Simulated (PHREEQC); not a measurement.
A solution holds 1.5 mol HCl and 0.17 mol MgSO4 per kg of water, at 25 °C. Closed to the air; pH follows from the charge balance.

All values are PHREEQC results (Pitzer model, pitzer.dat), not measurements.

* **pH**: -0.31
* **ionic strength**: 1.93 mol/kgw
* **activity of water**: 0.937
* **density**: 1.039 g/cm³
* **osmotic coefficient**: 1.126
* **total alkalinity**: -1500 meq/kg

```tsv
species	molality	activity	log γ
Cl-	1.50	0.862	-0.240
H+	1.37	2.02	0.168
Mg+2	0.170	0.120	-0.150
HSO4-	0.128	0.0961	-0.123
SO4-2	0.0424	0.000499	-1.930
```

This is a speciation only: nothing precipitates in the calculation. In brines, pH and single-ion activities rest on the MacInnes convention.
